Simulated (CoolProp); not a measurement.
Saturation properties of cyclopentane (Tc = 511.7 K, pc = 4.583 MPa, ω = 0.202).

Model: reference Helmholtz-energy equation of state, Gedanitz 2015, in CoolProp.

```tsv
T (K)	p (MPa)	liquid density (kg/m³)	enthalpy of vaporisation (kJ/kg)	liquid cp (kJ/(kg K))	vapour Z
313.6	0.07517	724.9	395.8	1.888	0.9717
329.8	0.1284	708.1	383.8	1.974	0.9583
346	0.2073	690.6	371.0	2.063	0.9413
362.2	0.3188	672.3	357.3	2.156	0.9204
378.4	0.4709	653.1	342.4	2.254	0.8953
394.6	0.6717	632.9	326.2	2.356	0.8657
410.8	0.9302	611.2	308.4	2.466	0.8312
427	1.256	587.9	288.5	2.589	0.7911
```

It boils at 322.4 K under 1 atm.
